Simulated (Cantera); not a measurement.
A closed system holds: 1 mol CaO, a varied amount of O₂, 6.1 mol H₂O, held at 1577 °C and 13.3 mbar.

These are equilibrium values from Cantera (NASA tables, ideal gas, pure condensed phases), not measurements of a reactor. Candidate condensed phases: Ca, CaO, Ca(OH)₂, H₂O; 14 gas species. The numbers say what is thermodynamically allowed, not how fast it happens.

x: gas mole fraction; n: condensed amount in mol.

| n(O₂) (mol) | x H₂O | x O₂ | x OH | x H₂ | x O | x H | x Ca(OH)₂ | n CaO(s) |
|---|---|---|---|---|---|---|---|---|
| 0.14 | 0.966 | 0.0234 | 0.00489 | 0.00464 | 0.000255 | 0.000318 | 2.78e-5 | 1.000 |
| 0.19 | 0.959 | (withheld) | 0.00522 | (withheld) | (withheld) | 0.000296 | 2.76e-5 | 1.000 |
| 0.26 | 0.949 | 0.0410 | 0.00558 | 0.00344 | 0.000338 | 0.000274 | 2.73e-5 | 1.000 |
| 0.35 | 0.936 | 0.0539 | 0.00593 | 0.00296 | 0.000388 | 0.000254 | 2.70e-5 | 1.000 |
| 0.47 | 0.920 | 0.0708 | 0.00629 | 0.00254 | 0.000444 | 0.000235 | 2.65e-5 | 1.000 |
| 0.63 | 0.898 | 0.0925 | 0.00665 | 0.00217 | 0.000508 | 0.000217 | 2.59e-5 | 1.000 |
| 0.85 | 0.870 | 0.121 | 0.00699 | 0.00184 | 0.000581 | 0.000200 | 2.50e-5 | 1.000 |
| 1.1 | 0.839 | (withheld) | 0.00727 | (withheld) | (withheld) | 0.000186 | 2.42e-5 | 1.000 |
| 1.5 | 0.795 | 0.195 | 0.00754 | 0.00132 | 0.000738 | 0.000170 | 2.29e-5 | 1.000 |
| 2.1 | 0.737 | 0.254 | 0.00775 | 0.00107 | 0.000841 | 0.000153 | 2.12e-5 | 1.000 |
| 2.8 | 0.678 | 0.312 | 0.00783 | 0.000892 | 0.000932 | 0.000139 | 1.95e-5 | 1.000 |
| 3.8 | 0.610 | 0.381 | 0.00780 | 0.000725 | 0.00103 | 0.000126 | 1.76e-5 | 1.000 |
| 5.1 | 0.539 | 0.452 | 0.00766 | 0.000588 | 0.00112 | 0.000113 | 1.55e-5 | 1.000 |

Task: Fill in the missing entries.

Result: 
- 0.19, x O₂: 0.0307
- 0.19, x H₂: 0.00402
- 0.19, x O: 0.000293
- 1.1, x O₂: 0.151
- 1.1, x H₂: 0.00159
- 1.1, x O: 0.000649
